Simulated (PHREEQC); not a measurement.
Acid rinse or clean

Consider water at 15 °C with 0.095 mol HNO3, 0.00012 mol FeCl3 and 5.1e-05 mol MgCl2 per kg of water. Closed to the air; pH follows from the charge balance.

Equilibrium calculation in PHREEQC: ion-association model, phreeqc.dat.

```
Quantity                      Result
--------------------  --------------
pH                              1.10
ionic strength        0.0959 mol/kgw
specific conductance     26300 µS/cm
density                  1.002 g/cm³
total alkalinity        -95.2 meq/kg
```

| species | molality | activity | log γ |
|---|---|---|---|
| H+ | 0.0950 | 0.0788 | -0.081 |
| NO3- | 0.0950 | 0.0722 | -0.119 |
| Cl- | 0.000462 | 0.000357 | -0.112 |
| Fe+3 | 0.000117 | 2.17e-5 | -0.732 |
| Mg+2 | 5.10e-5 | 2.13e-5 | -0.380 |
| FeOH+2 | 2.49e-6 | 9.65e-7 | -0.413 |
| FeCl+2 | 4.36e-7 | 1.69e-7 | -0.413 |
| Fe(OH)2+ | 3.44e-9 | 2.73e-9 | -0.100 |
| Fe2(OH)2+4 | 1.78e-9 | 3.84e-11 | -1.667 |

This is a speciation only: nothing precipitates in the calculation. Examples of supersaturated solids here: Hematite (slow to form). Others may be too.
